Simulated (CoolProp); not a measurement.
Properties of nitrous oxide along the isobar 190 bar.

Model: reference Helmholtz-energy equation of state, Lemmon 2006, in CoolProp. It is a short technical equation, of lower accuracy than the large ones.

```
T (K)          phase  density (kg/m³)  cv (kJ/(kg K))  isothermal compressibility (1/MPa)  expansivity (1/kK)
-----  -------------  ---------------  --------------  ----------------------------------  ------------------
220.1         liquid             1157          0.9320                            0.001522               2.473
255.1         liquid             1051          0.9140                            0.002683               3.075
290           liquid            927.8          0.9068                            0.005463               4.208
325    supercritical            770.7          0.9110                             0.01459               6.765
360    supercritical            564.6          0.9226                             0.04459               10.65
395    supercritical            398.6          0.9035                             0.06249               8.466
430    supercritical            312.1          0.8926                             0.06122               5.777
465    supercritical            262.2          0.8955                             0.05848               4.307
500    supercritical            229.2          0.9050                             0.05639               3.446
```
